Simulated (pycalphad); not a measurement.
Phase fractions of Ti-39.13Si (wt.%)

Source of the numbers: pycalphad with the COST 507 light-alloy database (1999); pressure 1 atm. These are 1990s assessments: newer ones move some temperatures and phases. Phase fractions are per mole of atoms. Diffusion is slow at the low end, where real alloys seldom reach equilibrium.

```
T (°C)  liquid  SI4TI5   SITI  SI2TI
------  ------  ------  -----  -----
1927     1.000       -      -      -
1827     0.866   0.134      -      -
1727     0.643   0.357      -      -
1627     0.533   0.467      -      -
1527     0.190       -  0.810      -
1427         -       -  0.863  0.137
1327         -       -  0.863  0.137
1227         -       -  0.863  0.137
1127         -       -  0.863  0.137
1027         -       -  0.863  0.137
927          -       -  0.863  0.137
827          -       -  0.863  0.137
727          -       -  0.863  0.137
627          -       -  0.863  0.137
527          -       -  0.863  0.137
427          -       -  0.863  0.137
327          -       -  0.863  0.137
227          -       -  0.863  0.137
```

Database names, with the compositions (at.%) that they take in these runs: SI4TI5: Ti 56 Si 44; SITI: Ti 50 Si 50; SI2TI: Si 67 Ti 33.
